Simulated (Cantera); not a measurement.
**Equilibrium for iron carbonyl, mercury and lead vapours: Fe(CO)5 + CO + H2**

Input: 1 mol Fe(CO)5, 0.47 mol CO, 32 mol H2, at 0.0150 bar.

These are equilibrium values from Cantera (NASA tables, ideal gas, pure condensed phases), not measurements of a reactor. Candidate condensed phases: C, C6H6, C7H8, C8H18, Fe, Fe(CO)5, FeO, Fe(OH)2, Fe(OH)3, Fe2O3, Fe3O4, H2O; 114 gas species. Condensed phases not in the tables: cementite and carbon dissolved in iron. Kinetics and transport are ignored.

From 798 K to 973 K the condensed part is C(graphite) + Fe(α). From 998 K to 1073 K the condensed part is Fe(α).

```csv
T (K),log p H2,log p CO,log p H2O,log p CH4,log p CO2,log p H,n C(graphite),n Fe(α)
798,-1.90,-2.84,-3.35,-3.65,-3.66,-12.52,1.04,1.00
823,-1.90,-2.77,-3.54,-3.82,-3.86,-12.08,0.664,1.00
848,-1.89,-2.72,-3.75,-3.98,-4.08,-11.67,0.383,1.00
873,-1.89,-2.69,-3.96,-4.14,-4.33,-11.28,0.204,1.00
898,-1.89,-2.68,-4.17,-4.28,-4.59,-10.91,0.101,1.00
923,-1.89,-2.67,-4.38,-4.42,-4.84,-10.56,0.0459,1.00
948,-1.89,-2.67,-4.57,-4.55,-5.09,-10.23,0.0169,1.00
973,-1.89,-2.66,-4.76,-4.68,-5.33,-9.91,0.00239,1.00
998,-1.89,-2.66,-4.92,-4.82,-5.53,-9.61,0,1.00
1023,-1.89,-2.66,-5.06,-4.97,-5.71,-9.33,0,1.00
1048,-1.89,-2.66,-5.19,-5.11,-5.88,-9.06,0,1.00
1073,-1.89,-2.66,-5.32,-5.24,-6.05,-8.80,0,1.00
```
log p: log10 of the partial pressure in bar; n: condensed amount in mol.
